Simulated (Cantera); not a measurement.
Input: 1 mol CaCl2, 0.12 mol N2, at 1700 °C.

Method: chemical equilibrium by Gibbs-energy minimisation in Cantera with the NASA 1993 tables (ideal gas, pure condensed phases). Candidate condensed phases: Ca, CaCl2; 8 gas species. Equilibrium is a limit: real reactors are often held back by kinetics, nucleation or transport.

**Question.** Which condensed phases are stable at each of these points (P (Pa)): 0.100, 0.460, 2.20, 10, 46, 220, 1000, 4600, 22000, 100000?

**Answer.** 
| P (Pa) | condensed phases | Ca condensed (%) |
|---|---|---|
| 0.100 | gas only | 0.0 |
| 0.460 | gas only | 0.0 |
| 2.20 | gas only | 0.0 |
| 10 | gas only | 0.0 |
| 46 | gas only | 0.0 |
| 220 | gas only | 0.0 |
| 1000 | gas only | 0.0 |
| 4600 | gas only | 0.0 |
| 22000 | gas only | 0.0 |
| 100000 | CaCl2(l) | 96.8 |

From 0.100 Pa to 22000 Pa nothing is condensed. At 100000 Pa the condensed part is CaCl2(l).
